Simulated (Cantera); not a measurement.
An isothermal, constant-pressure homogeneous reactor starts with 18.9 % NO, 81.1 % N2, at 1975 K and 20.0 Torr.

Cantera simulation using GRI-Mech 3.0 (53 species, 325 reactions); the numbers are that mechanism's predictions, not measurements. Radical loss at walls, strong at low pressure, is not modelled.

Q: Predict: x(NO) at 20.0 s; x(O) at 20.0 s; x(NO2) at 20.0 s; x(N2) at 20.0 s; x(O2) at 20.0 s.

A: 
```json
{
 "x(NO) at 20.0 s": "0.0749 (gas-phase equilibrium 0.00506)",
 "x(O) at 20.0 s": "0.000823 (gas-phase equilibrium 0.00103)",
 "x(NO2) at 20.0 s": "1.13e-5 (gas-phase equilibrium 9.79e-7)",
 "x(N2) at 20.0 s": "0.868 (gas-phase equilibrium 0.903)",
 "x(O2) at 20.0 s": "0.0564 (gas-phase equilibrium 0.0912)"
}
```
